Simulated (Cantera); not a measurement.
What does this Cantera script print?

```python
import numpy as np
import cantera as ct

gas = ct.Solution("gri30.yaml")
gas.TPX = 525, 1000000, {'CH4': 1, 'O2': 1.43, 'N2': 5.43}
flame = ct.FreeFlame(gas, width=0.008)
flame.set_refine_criteria(ratio=3, slope=0.08, curve=0.16)
flame.transport_model = "mixture-averaged"
flame.solve(loglevel=0, auto=True)
z, T = flame.grid, flame.T
thick = (T[-1] - T[0]) / np.gradient(T, z).max()
show = ['CH4', 'O2', 'C2H4', 'C2H', 'HCN', 'HCO']
print(f"laminar burning velocity  {flame.velocity[0] * 100:.3f} cm/s")
print(f"burnt temperature         {T[-1]:.1f} K")
print(f"thermal thickness         {thick * 1e3:.4f} mm")
print(f"grid points               {len(z)}")
z0 = z[flame.heat_release_rate.argmax()]
print(f"{'z/mm':>9s}{'T/K':>9s}{'u/(m/s)':>9s}" + "".join(f"{s:>11s}" for s in show))
rows = []
for k in (-3, -2, -1.5, -1, -0.5, -0.25, 0, 0.25, 0.5, 1, 2, 4, 8):
    zz = z0 + k * thick
    rows.append([k * thick, np.interp(zz, z, T), np.interp(zz, z, flame.velocity),
                 *(np.interp(zz, z, flame.X[gas.species_index(s)]) for s in show)])
    print(f"{rows[-1][0] * 1e3:9.3f}{rows[-1][1]:9.1f}{rows[-1][2]:9.3f}" + "".join(f"{x:11.3e}" for x in rows[-1][3:]))
```

Output:

```
laminar burning velocity  20.017 cm/s
burnt temperature         2135.7 K
thermal thickness         0.1371 mm
grid points               139
     z/mm      T/K  u/(m/s)        CH4         O2       C2H4        C2H        HCN        HCO
   -0.411    526.1    0.201  1.267e-01  1.813e-01  2.746e-07  6.203e-26  7.413e-10  6.002e-19
   -0.274    536.4    0.206  1.252e-01  1.798e-01  4.720e-06  2.786e-22  1.280e-08  8.424e-16
   -0.206    565.8    0.219  1.223e-01  1.769e-01  2.264e-05  2.964e-20  6.145e-08  3.892e-14
   -0.137    699.5    0.273  1.115e-01  1.650e-01  1.548e-04  1.047e-16  4.161e-07  1.044e-11
   -0.069   1161.8    0.463  7.601e-02  1.185e-01  9.696e-04  3.365e-11  2.524e-06  6.136e-08
   -0.034   1545.8    0.623  4.516e-02  7.419e-02  1.849e-03  7.135e-09  5.165e-06  1.557e-06
    0.000   1895.4    0.772  1.755e-02  3.027e-02  1.515e-03  2.755e-07  9.743e-06  3.373e-06
    0.034   2064.4    0.843  6.517e-03  9.031e-03  3.791e-04  8.381e-07  1.604e-05  1.598e-06
    0.069   2118.7    0.865  3.593e-03  2.835e-03  9.792e-05  7.497e-07  1.987e-05  6.161e-07
    0.137   2141.7    0.874  2.054e-03  4.202e-04  2.075e-05  4.222e-07  2.171e-05  1.865e-07
    0.274   2143.2    0.876  1.157e-03  1.945e-05  6.235e-06  2.201e-07  2.103e-05  9.505e-08
    0.548   2139.6    0.876  5.369e-04  5.876e-07  1.924e-06  9.142e-08  1.761e-05  7.276e-08
    1.097   2136.8    0.876  1.452e-04  4.710e-07  3.078e-07  1.807e-08  1.083e-05  6.253e-08
```

Model: GRI-Mech 3.0 (53 species, 325 reactions), integrated in Cantera. Burning velocities carry a grid error of a few per cent, more on coarse grids.
